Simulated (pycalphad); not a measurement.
# Freezing of Ti-B alloys with rising B

Computed with pycalphad from the COST 507 light-alloy database (1999), at 1 atm. These are 1990s assessments: newer ones move some temperatures and phases. Phase fractions are per mole of atoms.

Scheil-Gulliver runs (no diffusion in the solid, steps of 4 K) beside full equilibrium.

```tsv
alloy	liquidus (K)	Scheil, half solid (K)	Scheil, 80 % solid (K)	Scheil, invariant end (K)	liquid left at that end	equilibrium solidus (K)
Ti-15.6B (at.%)	1951	at the invariant end	at the invariant end	1814	0.80	1814
Ti-23.4B (at.%)	2077	at the invariant end	at the invariant end	1814	0.62	1814
Ti-31.2B (at.%)	2276	1911	at the invariant end	1814	0.44	1814
```
